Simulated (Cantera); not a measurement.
What does this Cantera script print?

```python
import numpy as np
import cantera as ct

gas_names = """
    CL CL2 H HCL H2 N NH NH2 NH3 N2 N2H2 N2H4 Si SiCL SiCL2 SiCL3 SiCL4 SiH SiHCL3 SiH2 SiH2CL2 SiH3
    SiH3CL SiH4 SiN Si2 Si2N Si3
""".split()
cond_names = """
    NH4CL(a) NH4CL(b) Si(cr) Si(L) Si3N4(a)
""".split()


# ... load() reads the species with a 1 bar reference pressure and builds the phases ...
atoms = {
    'SiHCl3': {'Si': 1, 'H': 1, 'CL': 3},
    'N2': {'N': 2},
}
top_T = {'Si3N4(a)': 2400}  # K; cautious upper limits of use, not melting points


# ... equilibrate(T, P, feed) seeds the gas with the atoms and calls Mixture.equilibrate('TP', solver="vcs", rtol=1e-11, max_steps=5000) ...
results = []
feed = {'SiHCl3': 1, 'N2': 0.65}  # mol
T = 2073.15  # K
P = 9.6  # Pa
mix = equilibrate(T, P, feed)
results.append((T, P, feed, dict(zip(mix.species_names, mix.species_moles))))
x = sorted(zip(gas.X, gas.species_names), reverse=True)
print(f"T = {T:g} K  P = {P:g} Pa  gas = {mix.phase_moles(0):.4g} mol")
print("   x: " + "  ".join(f"{s} {v:.3e}" for v, s in x if v > 0.0001))
print("   condensed (mol): " + ("  ".join(f"{mix.phase(i).name} {mix.phase_moles(i):.4g}"
      for i in range(1, mix.n_phases) if mix.phase_moles(i) > 1e-12) or "none"))
```

Result:

```
T = 2073.15 K  P = 9.6 Pa  gas = 3.389 mol
   x: CL 2.443e-01  SiCL2 2.117e-01  HCL 1.992e-01  N2 1.918e-01  Si 6.584e-02  H 4.346e-02  H2 2.616e-02  SiCL 1.681e-02  SiCL3 4.582e-04
   condensed (mol): none
```

Cantera equilibrium calculation (NASA polynomials, part measured and part estimated; ideal gas, pure solids and liquids). The tables' values for SiCl, SiCl3, SiN are old estimates; treat these amounts as uncertain.
